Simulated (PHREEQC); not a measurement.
A column of 0.2 m (40 cells, dispersivity 0.016 m, 3600 s a shift, diffusion coefficient 3e-10 m²/s) holds 0.11 eq of the database's cation exchanger X per kg of pore water, first in equilibrium with 0.00022 mol PbCl2, 0.011 mol CaCl2 and 1e-05 mol HCl per kg of water. It is flushed with 4.9 mmol/kgw CdCl2, 21 mmol/kgw MgCl2 and 0.01 mmol/kgw HCl, at 25 °C. Values are for the last cell. CO2 from the air is kept out. Precipitation was switched off in this run.

Computed with PHREEQC (ion-association model, phreeqc.dat).

Q: Predict Mg in solution (mol/kgw), Cd in solution (mol/kgw), Pb in solution (mol/kgw) at pore volumes = 0.6875, 3.388.

A: 
```tsv
pore volumes	Mg in solution (mol/kgw)	Cd in solution (mol/kgw)	Pb in solution (mol/kgw)
0.6875	8.91e-7	5.58e-6	0.000300
3.388	0.0130	0.00424	0.000204
```

Species that the database lacks are ignored.
